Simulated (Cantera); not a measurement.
**Moist CO burnout**

An isothermal, constant-pressure homogeneous reactor starts with CO : O2 : H2O : N2 = 0.019 : 0.0034 : 0.07 : 1 (molar parts), equivalence ratio 2.8, at 973 K and 0.133 bar.

Detailed kinetics in Cantera: GRI-Mech 3.0 (53 species, 325 reactions).

```tsv
t (s)	x CO	x O2	x H2O	x NO	x H2
3.00e-6	0.0174	0.00311	0.0641	<1e-12	<1e-12
9.22e-6	0.0174	0.00311	0.0641	<1e-12	<1e-12
2.83e-5	0.0174	0.00311	0.0641	<1e-12	<1e-12
8.70e-5	0.0174	0.00311	0.0641	<1e-12	<1e-12
0.000267	0.0174	0.00311	0.0641	<1e-12	<1e-12
0.000821	0.0174	0.00311	0.0641	<1e-12	<1e-12
0.00252	0.0174	0.00311	0.0641	<1e-12	<1e-12
0.00775	0.0174	0.00311	0.0641	<1e-12	2.13e-11
0.0238	0.0174	0.00311	0.0641	<1e-12	8.85e-10
0.0731	0.0174	0.00311	0.0641	<1e-12	2.34e-6
0.225	0.00542	2.32e-5	0.0584	5.18e-8	0.00547
0.690	0.00338	1.75e-7	0.0564	5.28e-8	0.00776
2.12	0.00273	1.06e-8	0.0558	5.28e-8	0.00846
6.51	0.00236	9.58e-10	0.0554	5.25e-8	0.00883
20.0	0.00213	1.01e-10	0.0552	5.11e-8	0.00907
```
x: mole fraction; the columns are a selection and need not sum to one.

Equilibrium at this temperature and pressure: CO 0.00170, O2 <1e-12, H2O 0.0548, NO <1e-12, H2 0.00951 (gas phase only).
